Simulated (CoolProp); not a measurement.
A Linde-Hampson liquefier for carbon monoxide: isothermal reversible compression at 200 K from 1 atm to 25 MPa, throttling to 1 atm, return gas leaving the recuperator 0 K below the feed. Each further row changes one setting.

The numbers come from the reference Helmholtz-energy equation of state, Lemmon 2006 in CoolProp. It is a short technical equation, of lower accuracy than the large ones.

| case | liquid yield per pass | compression work (kJ/kg of gas) |
|---|---|---|
| as stated | ___ | 305 |
| high pressure 50 MPa | ___ | ___ |
| warm-end temperature 230 K | ___ | ___ |
| warm-end gap 5 K | ___ | 305 |

Task: What belongs in the gaps?

Result: 
- as stated, liquid yield per pass: 0.274
- high pressure 50 MPa, liquid yield per pass: 0.268
- high pressure 50 MPa, compression work (kJ/kg of gas): 353
- warm-end temperature 230 K, liquid yield per pass: 0.196
- warm-end temperature 230 K, compression work (kJ/kg of gas): 363
- warm-end gap 5 K, liquid yield per pass: 0.262
